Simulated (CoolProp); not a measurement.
A Linde-Hampson liquefier for methane: isothermal reversible compression at 280 K from 1 atm to 40 MPa, throttling to 1 atm, return gas leaving the recuperator 2 K below the feed. Each further row changes one setting.

Values from CoolProp's reference Helmholtz-energy equation of state, Setzmann 1991.

| case | liquid yield per pass | compression work (kJ/kg of gas) |
|---|---|---|
| as stated | [?] | 803 |
| high pressure 80 MPa | [?] | [?] |
| warm-end temperature 310 K | [?] | [?] |
| warm-end gap 7 K | [?] | 803 |

What belongs in the gaps?


- as stated, liquid yield per pass: 0.284
- high pressure 80 MPa, liquid yield per pass: 0.251
- high pressure 80 MPa, compression work (kJ/kg of gas): 934
- warm-end temperature 310 K, liquid yield per pass: 0.227
- warm-end temperature 310 K, compression work (kJ/kg of gas): 914
- warm-end gap 7 K, liquid yield per pass: 0.275
